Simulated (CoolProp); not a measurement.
R245fa along the isotherm 166.85 °C: Z from the reference equation and from simpler models built on Tc = 153.9 °C, pc = 36.51 bar, ω = 0.378; each cubic takes its own stable root.

The numbers come from the reference Helmholtz-energy equation of state, Akasaka 2015 in CoolProp.

```tsv
p (bar)	phase	reference	van der Waals	Redlich-Kwong	Soave-Redlich-Kwong	Peng-Robinson
12.2	gas	(withheld)	(withheld)	0.8880	0.8908	0.8789
24.3	gas	0.7615	0.7751	0.7544	(withheld)	0.7398
36.5	gas	0.5741	0.5788	0.5623	(withheld)	0.5564
48.7	supercritical	0.2731	0.3466	0.3142	0.3431	0.3175
60.8	supercritical	0.2814	0.3851	0.3310	0.3445	0.3140
73	supercritical	0.3152	0.4347	0.3655	0.3759	(withheld)
85.2	supercritical	0.3523	0.4863	0.4034	0.4124	0.3732
97.4	supercritical	0.3903	0.5383	0.4421	0.4504	0.4069
110	supercritical	0.4296	0.5919	(withheld)	0.4899	0.4422
122	supercritical	0.4670	0.6426	0.5202	0.5276	0.4758
134	supercritical	0.5042	0.6929	0.5579	0.5651	0.5094
146	supercritical	0.5411	0.7429	0.5953	0.6023	0.5427
158	supercritical	0.5778	0.7925	0.6324	0.6392	0.5758
170	supercritical	0.6142	0.8418	0.6691	0.6758	0.6087
183	supercritical	0.6534	(withheld)	0.7086	0.7152	0.6440
```

Task: What belongs in the gaps?

Result: 
- 12.2, reference: 0.8926
- 12.2, van der Waals: 0.8996
- 24.3, Soave-Redlich-Kwong: 0.7619
- 36.5, Soave-Redlich-Kwong: 0.5853
- 73, Peng-Robinson: 0.3410
- 110, Redlich-Kwong: 0.4822
- 183, van der Waals: 0.8948
